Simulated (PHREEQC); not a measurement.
Dissolve 190 mmol/kgw HF, 0.11 mmol/kgw (CH3)4NF, 22 mmol/kgw H2SiF6 and 0.12 mmol/kgw HCl at 73 °C. Closed to the air; pH follows from the charge balance.

Computed with PHREEQC (ion-association model, wateq4f.dat).

This is a speciation only: nothing precipitates in the calculation.

Question: Order these F species by the share of F that they hold, largest first: HF2-, H2F2, SiF6-2, HF, F-.

Answer: HF (51 %), SiF6-2 (41 %), H2F2 (6.8 %), HF2- (0.66 %), F- (0.46 %)

The pH is 1.41 and the ionic strength 0.0687 mol/kgw. (CH3)4N+ isn't in the database: it is added as a free cation with an ion size of 4 Å. wateq4f.dat counts part of the HF as a dimer, H2F2, which phreeqc.dat doesn't know; its constant is uncertain. At this temperature some constants are extrapolated from 25 °C, and those without enthalpy data are left unchanged. SiF6-2 is the database's only silicon fluoride.
